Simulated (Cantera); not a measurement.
A Cantera script and its output.

```python
import numpy as np
import cantera as ct

gas = ct.Solution("gri30.yaml")
gas.TPX = 1375, 52000, {'CH4': 1, 'O2': 3.39, 'N2': 10.8, 'CO2': 4.3}
reactor = ct.IdealGasReactor(gas, energy="on", clone=False)
net = ct.ReactorNet([reactor])
net.rtol, net.atol = 1e-08, 1e-16
show = ['CH4', 'O2', 'CO2', 'HCO', 'NO2']
times = np.geomspace(2e-06, 0.3, 11)

steps = ct.SolutionArray(gas, extra=["t"])
rows = []
print(f"{'t/s':>10s}{'T/K':>9s}{'P/Pa':>11s}" + "".join(f"{s:>11s}" for s in show))
for t in times:
    while net.time < t:
        t_next = net.step()
        steps.append(gas.state, t=t_next)
    rows.append([np.interp(t, steps.t, y) for y in (steps.T, steps.P, *steps(*show).X.T)])
    print(f"{t:10.3e}{rows[-1][0]:9.1f}{rows[-1][1]:11.4g}" + "".join(f"{x:11.3e}" for x in rows[-1][2:]))
rate = np.gradient(steps.T, steps.t)
print("integrator steps:", len(steps.t))
if steps.T.max() > steps.T[0] + 200:
    print(f"time of steepest temperature rise: {steps.t[rate.argmax()]:.4e} s")
gas.TPX = 1375, 52000, {'CH4': 1, 'O2': 3.39, 'N2': 10.8, 'CO2': 4.3}
gas.equilibrate("UV")
print(f"equilibrium (UV): T = {gas.T:.1f} K  " + "  ".join(f"{s} {gas[s].X[0]:.3e}" for s in show))
```

It prints:

```
       t/s      T/K       P/Pa        CH4         O2        CO2        HCO        NO2
 2.000e-06   1375.0    5.2e+04  5.131e-02  1.739e-01  2.206e-01  3.668e-17  3.123e-27
 6.586e-06   1375.0    5.2e+04  5.131e-02  1.739e-01  2.206e-01  4.776e-16  4.693e-25
 2.169e-05   1375.0    5.2e+04  5.131e-02  1.739e-01  2.206e-01  5.895e-15  3.509e-23
 7.143e-05   1375.0    5.2e+04  5.131e-02  1.739e-01  2.206e-01  7.183e-14  1.830e-21
 2.352e-04   1375.0    5.2e+04  5.131e-02  1.739e-01  2.206e-01  1.020e-12  1.122e-19
 7.746e-04   1375.0    5.2e+04  5.129e-02  1.739e-01  2.206e-01  2.600e-11  9.780e-18
 2.551e-03   1376.0  5.204e+04  5.103e-02  1.738e-01  2.206e-01  1.697e-09  1.098e-15
 8.400e-03   2320.9  8.903e+04  8.060e-19  7.766e-02  2.485e-01  1.788e-09  6.419e-08
 2.766e-02   2354.0  9.006e+04  7.137e-19  7.519e-02  2.530e-01  1.114e-09  1.337e-06
 9.110e-02   2347.7  8.979e+04  6.797e-19  7.306e-02  2.534e-01  1.058e-09  3.763e-06
 3.000e-01   2344.7  8.967e+04  6.637e-19  7.205e-02  2.536e-01  1.032e-09  4.893e-06
integrator steps: 1828
time of steepest temperature rise: 7.2948e-03 s
equilibrium (UV): T = 2344.7 K  CH4 9.704e-19  O2 7.203e-02  CO2 2.536e-01  HCO 1.032e-09  NO2 4.914e-06
```

Cantera simulation using GRI-Mech 3.0 (53 species, 325 reactions); the numbers are that mechanism's predictions, not measurements.
